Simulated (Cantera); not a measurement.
A closed system holds: 1 mol SiC, 1.8 mol N2O, 650 mol N2, at 1777 °C and 0.100 bar.

Cantera equilibrium calculation (NASA polynomials, part measured and part estimated; ideal gas, pure solids and liquids). Candidate condensed phases: C, Si, SiC, SiO2, Si2N2O, Si3N4; 34 gas species. The tables' values for SiN are old estimates; treat these amounts as uncertain. Equilibrium is a limit: real reactors are often held back by kinetics, nucleation or transport.

Base state: N2 0.997, CO 0.00153, SiO 0.00123, Si 0.000259, SiN 1.90e-5 (mole fractions); condensed: gas only.

Q: What changes in the equilibrium state with this change: SiC replaced by Si3N4?

A: 
```
species       before     after
----------  --------  --------
N2             0.997     0.996
SiO          0.00123   0.00274
Si          0.000259  0.000773
CO           0.00153         0
Si2N         7.99e-6   7.09e-5
SiN          1.90e-5   5.65e-5
Si(l), mol         0     0.547
```
